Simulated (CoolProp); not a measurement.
R125 at 354.31 K and 11.7 MPa is compressed adiabatically to 23.9 MPa with isentropic efficiency 0.7. Each further row changes one setting.

Computed with CoolProp (reference Helmholtz-energy equation of state, Lemmon 2005).

```tsv
case	work (kJ/kg)	final temperature (K)	final density (kg/m³)
as stated	16.0	370.0	1120
efficiency 1	11.2	366.2	1140
efficiency 0.65	17.2	370.9	1120
```
